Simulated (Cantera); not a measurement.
Feed: 1 mol Si, a varied amount of Cl₂, at 598.15 K and 0.100 bar.

Method: chemical equilibrium by Gibbs-energy minimisation in Cantera with the NASA 1993 tables (ideal gas, pure condensed phases). Candidate condensed phases: Si; 9 gas species. Rates play no part.

log p: log10 of the partial pressure in bar; n: condensed amount in mol.

```csv
n(Cl₂) (mol),log p SiCl₄,log p Cl₂,log p SiCl₃,log p Cl,log p SiCl₂,n Si(s)
0.61,-1.00,<-13,-6.68,<-13,-9.21,[?]
1.2,-1.00,<-13,-6.68,<-13,-9.21,[?]
1.7,-1.00,<-13,-6.68,<-13,-9.21,[?]
2.3,-1.11,-1.64,<-13,-8.56,<-13,0
2.8,-1.26,-1.35,<-13,-8.42,<-13,0
3.4,-1.38,-1.23,<-13,-8.36,<-13,0
4,-1.48,-1.18,<-13,-8.33,<-13,0
```

Q: Some entries are withheld; supply them.

A: 
- 0.61, n Si(s): 0.695
- 1.2, n Si(s): 0.400
- 1.7, n Si(s): 0.150
